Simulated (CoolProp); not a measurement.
Vapour-liquid equilibrium of R143a (1) + dimethyl ether (2) at 0.133 MPa; x and y are mole fractions of (1).

Values from CoolProp's multi-fluid Helmholtz-energy mixture model, Lemmon and Jacobsen 2000 and Wu 2011; pair parameters Bell 2016.

| x | bubble temperature, mixture model (K) | bubble temperature, Raoult's law (K) | y, mixture model | y, Raoult's law |
|---|---|---|---|---|
| 0.05 | 252.6 | 253.0 | (withheld) | 0.118 |
| 0.2 | (withheld) | 248.2 | (withheld) | 0.394 |
| 0.35 | 243.0 | 244.2 | (withheld) | 0.589 |
| 0.5 | 239.7 | 240.7 | 0.721 | 0.731 |
| 0.65 | 237.0 | 237.6 | (withheld) | 0.837 |
| 0.8 | 234.6 | 235.0 | 0.905 | 0.918 |
| 0.95 | 232.5 | 232.6 | (withheld) | 0.982 |

Complete the blanks.


- 0.05, y, mixture model: 0.130
- 0.2, bubble temperature, mixture model (K): 247.1
- 0.2, y, mixture model: 0.409
- 0.35, y, mixture model: 0.591
- 0.65, y, mixture model: 0.822
- 0.95, y, mixture model: 0.977

The largest gap from Raoult's law is -1.2 K in bubble temperature, at x = 0.35. No azeotrope shows between x = 0.05 and 0.95.

The pair parameters rest on a limited set of measurements; away from them the model extrapolates.
